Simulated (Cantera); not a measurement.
Input (Python, Cantera):

```python
import numpy as np
import cantera as ct

surf = ct.Interface("ptcombust.yaml", "Pt_surf")
gas = surf.adjacent["gas"]
gas.TPX = 300, 9600, {'CH4': 0.06, 'O2': 0.05, 'N2': 0.79}
jet = ct.ImpingingJet(gas=gas, width=0.084, surface=surf)
jet.inlet.mdot, jet.inlet.T, jet.inlet.X = 0.035, 300, {'CH4': 0.06, 'O2': 0.05, 'N2': 0.79}
jet.set_refine_criteria(ratio=10, slope=0.2, curve=0.3)
show, cover = ['CH4', 'O2', 'H2O', 'OH', 'CO', 'CO2'], ["PT(S)", "H(S)", "O(S)", "OH(S)", "CO(S)", "C(S)"]

rows = []
print(f"{'Ts/K':>7s}" + "".join(f"{s:>11s}" for s in show + cover) + "   (gas at the wall, coverages)")
for i, Ts in enumerate([900, 950, 1000, 1050, 1100]):
    jet.surface.T = Ts
    if i == 0:
        surf.TP = Ts, 9600
        surf.coverages = "PT(S):0.5, O(S):0.5"
        surf.advance_coverages(1.0)
        jet.set_initial_guess(products="inlet")
    jet.solve(loglevel=0, auto=(i == 0))
    rows.append([*(jet.X[gas.species_index(s), -1] for s in show), *surf[cover].coverages])
    print(f"{Ts:7g}" + "".join(f"{x:11.3e}" for x in rows[-1]))
```

It prints:

```
   Ts/K        CH4         O2        H2O         OH         CO        CO2      PT(S)       H(S)       O(S)      OH(S)      CO(S)       C(S)   (gas at the wall, coverages)
    900  3.211e-02  8.164e-03  5.055e-02  7.052e-12  3.612e-02  1.102e-05  2.154e-01  1.445e-03  7.378e-08  3.052e-07  5.451e-02  7.287e-01
    950  2.525e-02  6.090e-03  4.759e-02  2.213e-11  4.316e-02  1.319e-05  2.624e-01  1.841e-03  5.983e-08  2.914e-07  3.888e-02  6.968e-01
   1000  1.434e-02  3.301e-03  4.209e-02  6.585e-11  5.430e-02  2.987e-05  3.769e-01  2.420e-03  6.189e-08  3.556e-07  4.437e-02  5.763e-01
   1050  3.861e-03  9.639e-04  3.604e-02  2.345e-10  6.471e-02  3.306e-04  7.324e-01  3.322e-03  1.779e-07  7.876e-07  9.485e-02  1.694e-01
   1100  2.649e-03  7.037e-04  3.468e-02  8.536e-10  6.523e-02  1.154e-03  8.809e-01  3.091e-03  4.885e-07  1.233e-06  7.030e-02  4.566e-02
```

Cantera simulation using Deutschmann's 1995 Pt surface mechanism with GRI-Mech 3.0 gas chemistry; the numbers are that mechanism's predictions, not measurements. Catalytic surfaces can have several steady states; this one follows from the mechanism file's or the stated starting coverage.
